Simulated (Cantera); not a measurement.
Input: 1 mol Si, 1.5 mol CO₂, 64 mol H₂, equilibrated at 1973 K and 0.133 bar.

Cantera equilibrium calculation (NASA polynomials, part measured and part estimated; ideal gas, pure solids and liquids). Candidate condensed phases: C, C₆H₆, C₇H₈, C₈H₁₈, H₂O, Si, SiC, SiO₂; 123 gas species. Equilibrium is a limit: real reactors are often held back by kinetics, nucleation or transport.

Base state: H₂ 0.951, CO 0.0225, SiO 0.0150, H₂O 0.00746, H 0.00360, CO₂ 3.93e-5 (mole fractions); condensed: gas only.

### Question
What changes in the equilibrium state with this change: CO₂ from 1.5 to 0.34 mol?

### Answer
```
species       before     after
-----------  -------  --------
H₂             0.951     0.985
SiO           0.0150   0.00819
H            0.00360   0.00367
CO            0.0225   0.00230
H₂O          0.00746   7.97e-7
CO₂          3.93e-5     <1e-9
SiH₂         1.63e-8   8.95e-5
SiH          1.15e-8   6.20e-5
Si           4.47e-8  0.000237
Si(l), mol         0     0.253
SiC(s), mol        0     0.190
```
Mutual solubility and eutectic melting of coexisting phases are not modelled. Gases not in the tables: Si₂H₆ and higher silanes.
